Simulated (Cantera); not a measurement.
An isothermal, constant-pressure homogeneous reactor starts with H2 : O2 : N2 = 1.6 : 1 : 7.3 (molar parts), at 850 K and 188 Torr.

Detailed kinetics in Cantera: GRI-Mech 3.0 (53 species, 325 reactions). Below about 950 K walls govern HO2 and H2O2 in real vessels. The temperature is held fixed by assumption; the heat of reaction is taken as removed at once.

Problem. Predict: x(H2) at 3.00 s; x(O2) at 3.00 s; x(H) at 3.00 s; x(HO2) at 3.00 s; x(OH) at 3.00 s; x(NO2) at 3.00 s; x(N2O) at 3.00 s.

Solution. 
```json
{
  "x(H2) at 3.00 s": "0.0617 (gas-phase equilibrium 1.10e-12)",
  "x(O2) at 3.00 s": "0.0521 (gas-phase equilibrium 0.0220)",
  "x(H) at 3.00 s": "9.38e-8 (gas-phase equilibrium <1e-12)",
  "x(HO2) at 3.00 s": "1.01e-5 (gas-phase equilibrium 9.56e-12)",
  "x(OH) at 3.00 s": "7.02e-9 (gas-phase equilibrium 3.92e-9)",
  "x(NO2) at 3.00 s": "2.21e-8 (gas-phase equilibrium 4.39e-8)",
  "x(N2O) at 3.00 s": "1.56e-9 (gas-phase equilibrium 7.37e-11)"
}
```
